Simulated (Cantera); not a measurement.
Input: 1 mol Si3N4, 0.65 mol N2O, 9.3 mol N2, equilibrated at 44.0 mbar.

These are equilibrium values from Cantera (NASA tables, ideal gas, pure condensed phases), not measurements of a reactor. Candidate condensed phases: Si, SiO2, Si2N2O, Si3N4; 16 gas species. Mutual solubility and eutectic melting of coexisting phases are not modelled. Kinetics and transport are ignored.

### Question
What share of the Si ends up in condensed phases as a function of T (K), at 998, 1148, 1298, 1448, 1598, 1748, 1898, 2048, 2198?

### Answer
```json
[
 {"T (K)": "998", "Si condensed (%)": "100.0", "as": "Si2N2O(s) + Si3N4(s)"},
 {"T (K)": "1148", "Si condensed (%)": "100.0", "as": "Si2N2O(s) + Si3N4(s)"},
 {"T (K)": "1298", "Si condensed (%)": "100.0", "as": "Si2N2O(s) + Si3N4(s)"},
 {"T (K)": "1448", "Si condensed (%)": "100.0", "as": "Si2N2O(s) + Si3N4(s)"},
 {"T (K)": "1598", "Si condensed (%)": "100.0", "as": "Si2N2O(s) + Si3N4(s)"},
 {"T (K)": "1748", "Si condensed (%)": "99.5", "as": "Si2N2O(s) + Si3N4(s)"},
 {"T (K)": "1898", "Si condensed (%)": "88.7", "as": "Si2N2O(s) + Si3N4(s)"},
 {"T (K)": "2048", "Si condensed (%)": "77.5", "as": "Si(l)"},
 {"T (K)": "2198", "Si condensed (%)": "74.3", "as": "Si(l)"}
]
```
